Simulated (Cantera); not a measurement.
A closed system holds: 1 mol CF₄, 0.092 mol H₂, held at 1.58 Torr.

Method: chemical equilibrium by Gibbs-energy minimisation in Cantera with the NASA 1993 tables (ideal gas, pure condensed phases). Candidate condensed phases: C, C₆H₆, C₇H₈, C₈H₁₈; 95 gas species. Kinetics and transport are ignored.

### Question
At 2575 K, list the 7 most abundant gas species with their mole fractions, and the condensed phases.

### Answer
F 0.819, CF₂ 0.0961, HF 0.0503, CF 0.0334, C₃ 0.000734, CF₃ 0.000277, C 0.000216. Condensed: C(graphite).
